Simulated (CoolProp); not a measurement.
Properties of methanol along the isobar 5.95 MPa.

Computed with CoolProp (reference Helmholtz-energy equation of state, de Reuck 1993).

| T (K) | phase | speed of sound (m/s) | fugacity coefficient |
|---|---|---|---|
| 224.5 | liquid | 1392 | ? |
| 262.8 | liquid | ? | 0.0003812 |
| 301.2 | liquid | 1128 | 0.003615 |
| 339.5 | liquid | ? | 0.01924 |
| 377.8 | liquid | ? | 0.06868 |
| 416.1 | liquid | ? | ? |
| 454.4 | liquid | 604.3 | ? |
| 492.7 | liquid | ? | 0.6876 |

Question: What belongs in the gaps?

Answer: 
- 224.5, fugacity coefficient: 1.699e-5
- 262.8, speed of sound (m/s): 1252
- 339.5, speed of sound (m/s): 1015
- 377.8, speed of sound (m/s): 901.0
- 416.1, speed of sound (m/s): 769.8
- 416.1, fugacity coefficient: 0.1829
- 454.4, fugacity coefficient: 0.3890
- 492.7, speed of sound (m/s): 338.2
